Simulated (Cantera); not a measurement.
A perfectly stirred reactor is fed with H₂ : O₂ = 0.39 : 1 (molar parts), equivalence ratio 0.20, at 0.0360 bar; it is held at 1325 K, and followed from long to short residence time.

Detailed kinetics in Cantera: GRI-Mech 3.0 (53 species, 325 reactions). Radical loss at walls, strong at low pressure, is not modelled. The temperature is held fixed by assumption; the heat of reaction is taken as removed at once.

Question: What does this change do: H2 0.39 to 0.13 parts?

Answer: 
| quantity | before | after |
|---|---|---|
| x(H₂) at τ = 3.30 s | 0.000174 | 6.98e-5 |
| x(O₂) at τ = 3.30 s | 0.673 | 0.877 |
| x(H) at τ = 3.30 s | 3.70e-5 | 2.26e-5 |
| x(HO₂) at τ = 3.30 s | 2.96e-6 | 1.44e-6 |
| x(H₂O₂) at τ = 3.30 s | 2.22e-7 | 9.08e-8 |
| x(H₂) at τ = 32.0 ms | 0.00347 | 0.00125 |
| x(O₂) at τ = 32.0 ms | 0.662 | 0.864 |
| x(H) at τ = 32.0 ms | 0.00378 | 0.00210 |
| x(HO₂) at τ = 32.0 ms | 1.86e-5 | 8.77e-6 |
| x(H₂O₂) at τ = 32.0 ms | 9.26e-7 | 3.45e-7 |

Question: What does this change do: temperature 1325 to 1175 K?

Answer: 
```csv
quantity,before,after
x(H₂) at τ = 3.30 s,0.000174,0.000225
x(O₂) at τ = 3.30 s,0.673,0.673
x(H) at τ = 3.30 s,3.70e-5,2.73e-5
x(HO₂) at τ = 3.30 s,2.96e-6,5.29e-6
x(H₂O₂) at τ = 3.30 s,2.22e-7,5.31e-7
x(H₂) at τ = 32.0 ms,0.00347,0.00417
x(O₂) at τ = 32.0 ms,0.662,0.667
x(H) at τ = 32.0 ms,0.00378,0.00277
x(HO₂) at τ = 32.0 ms,1.86e-5,2.73e-5
x(H₂O₂) at τ = 32.0 ms,9.26e-7,1.69e-6
```
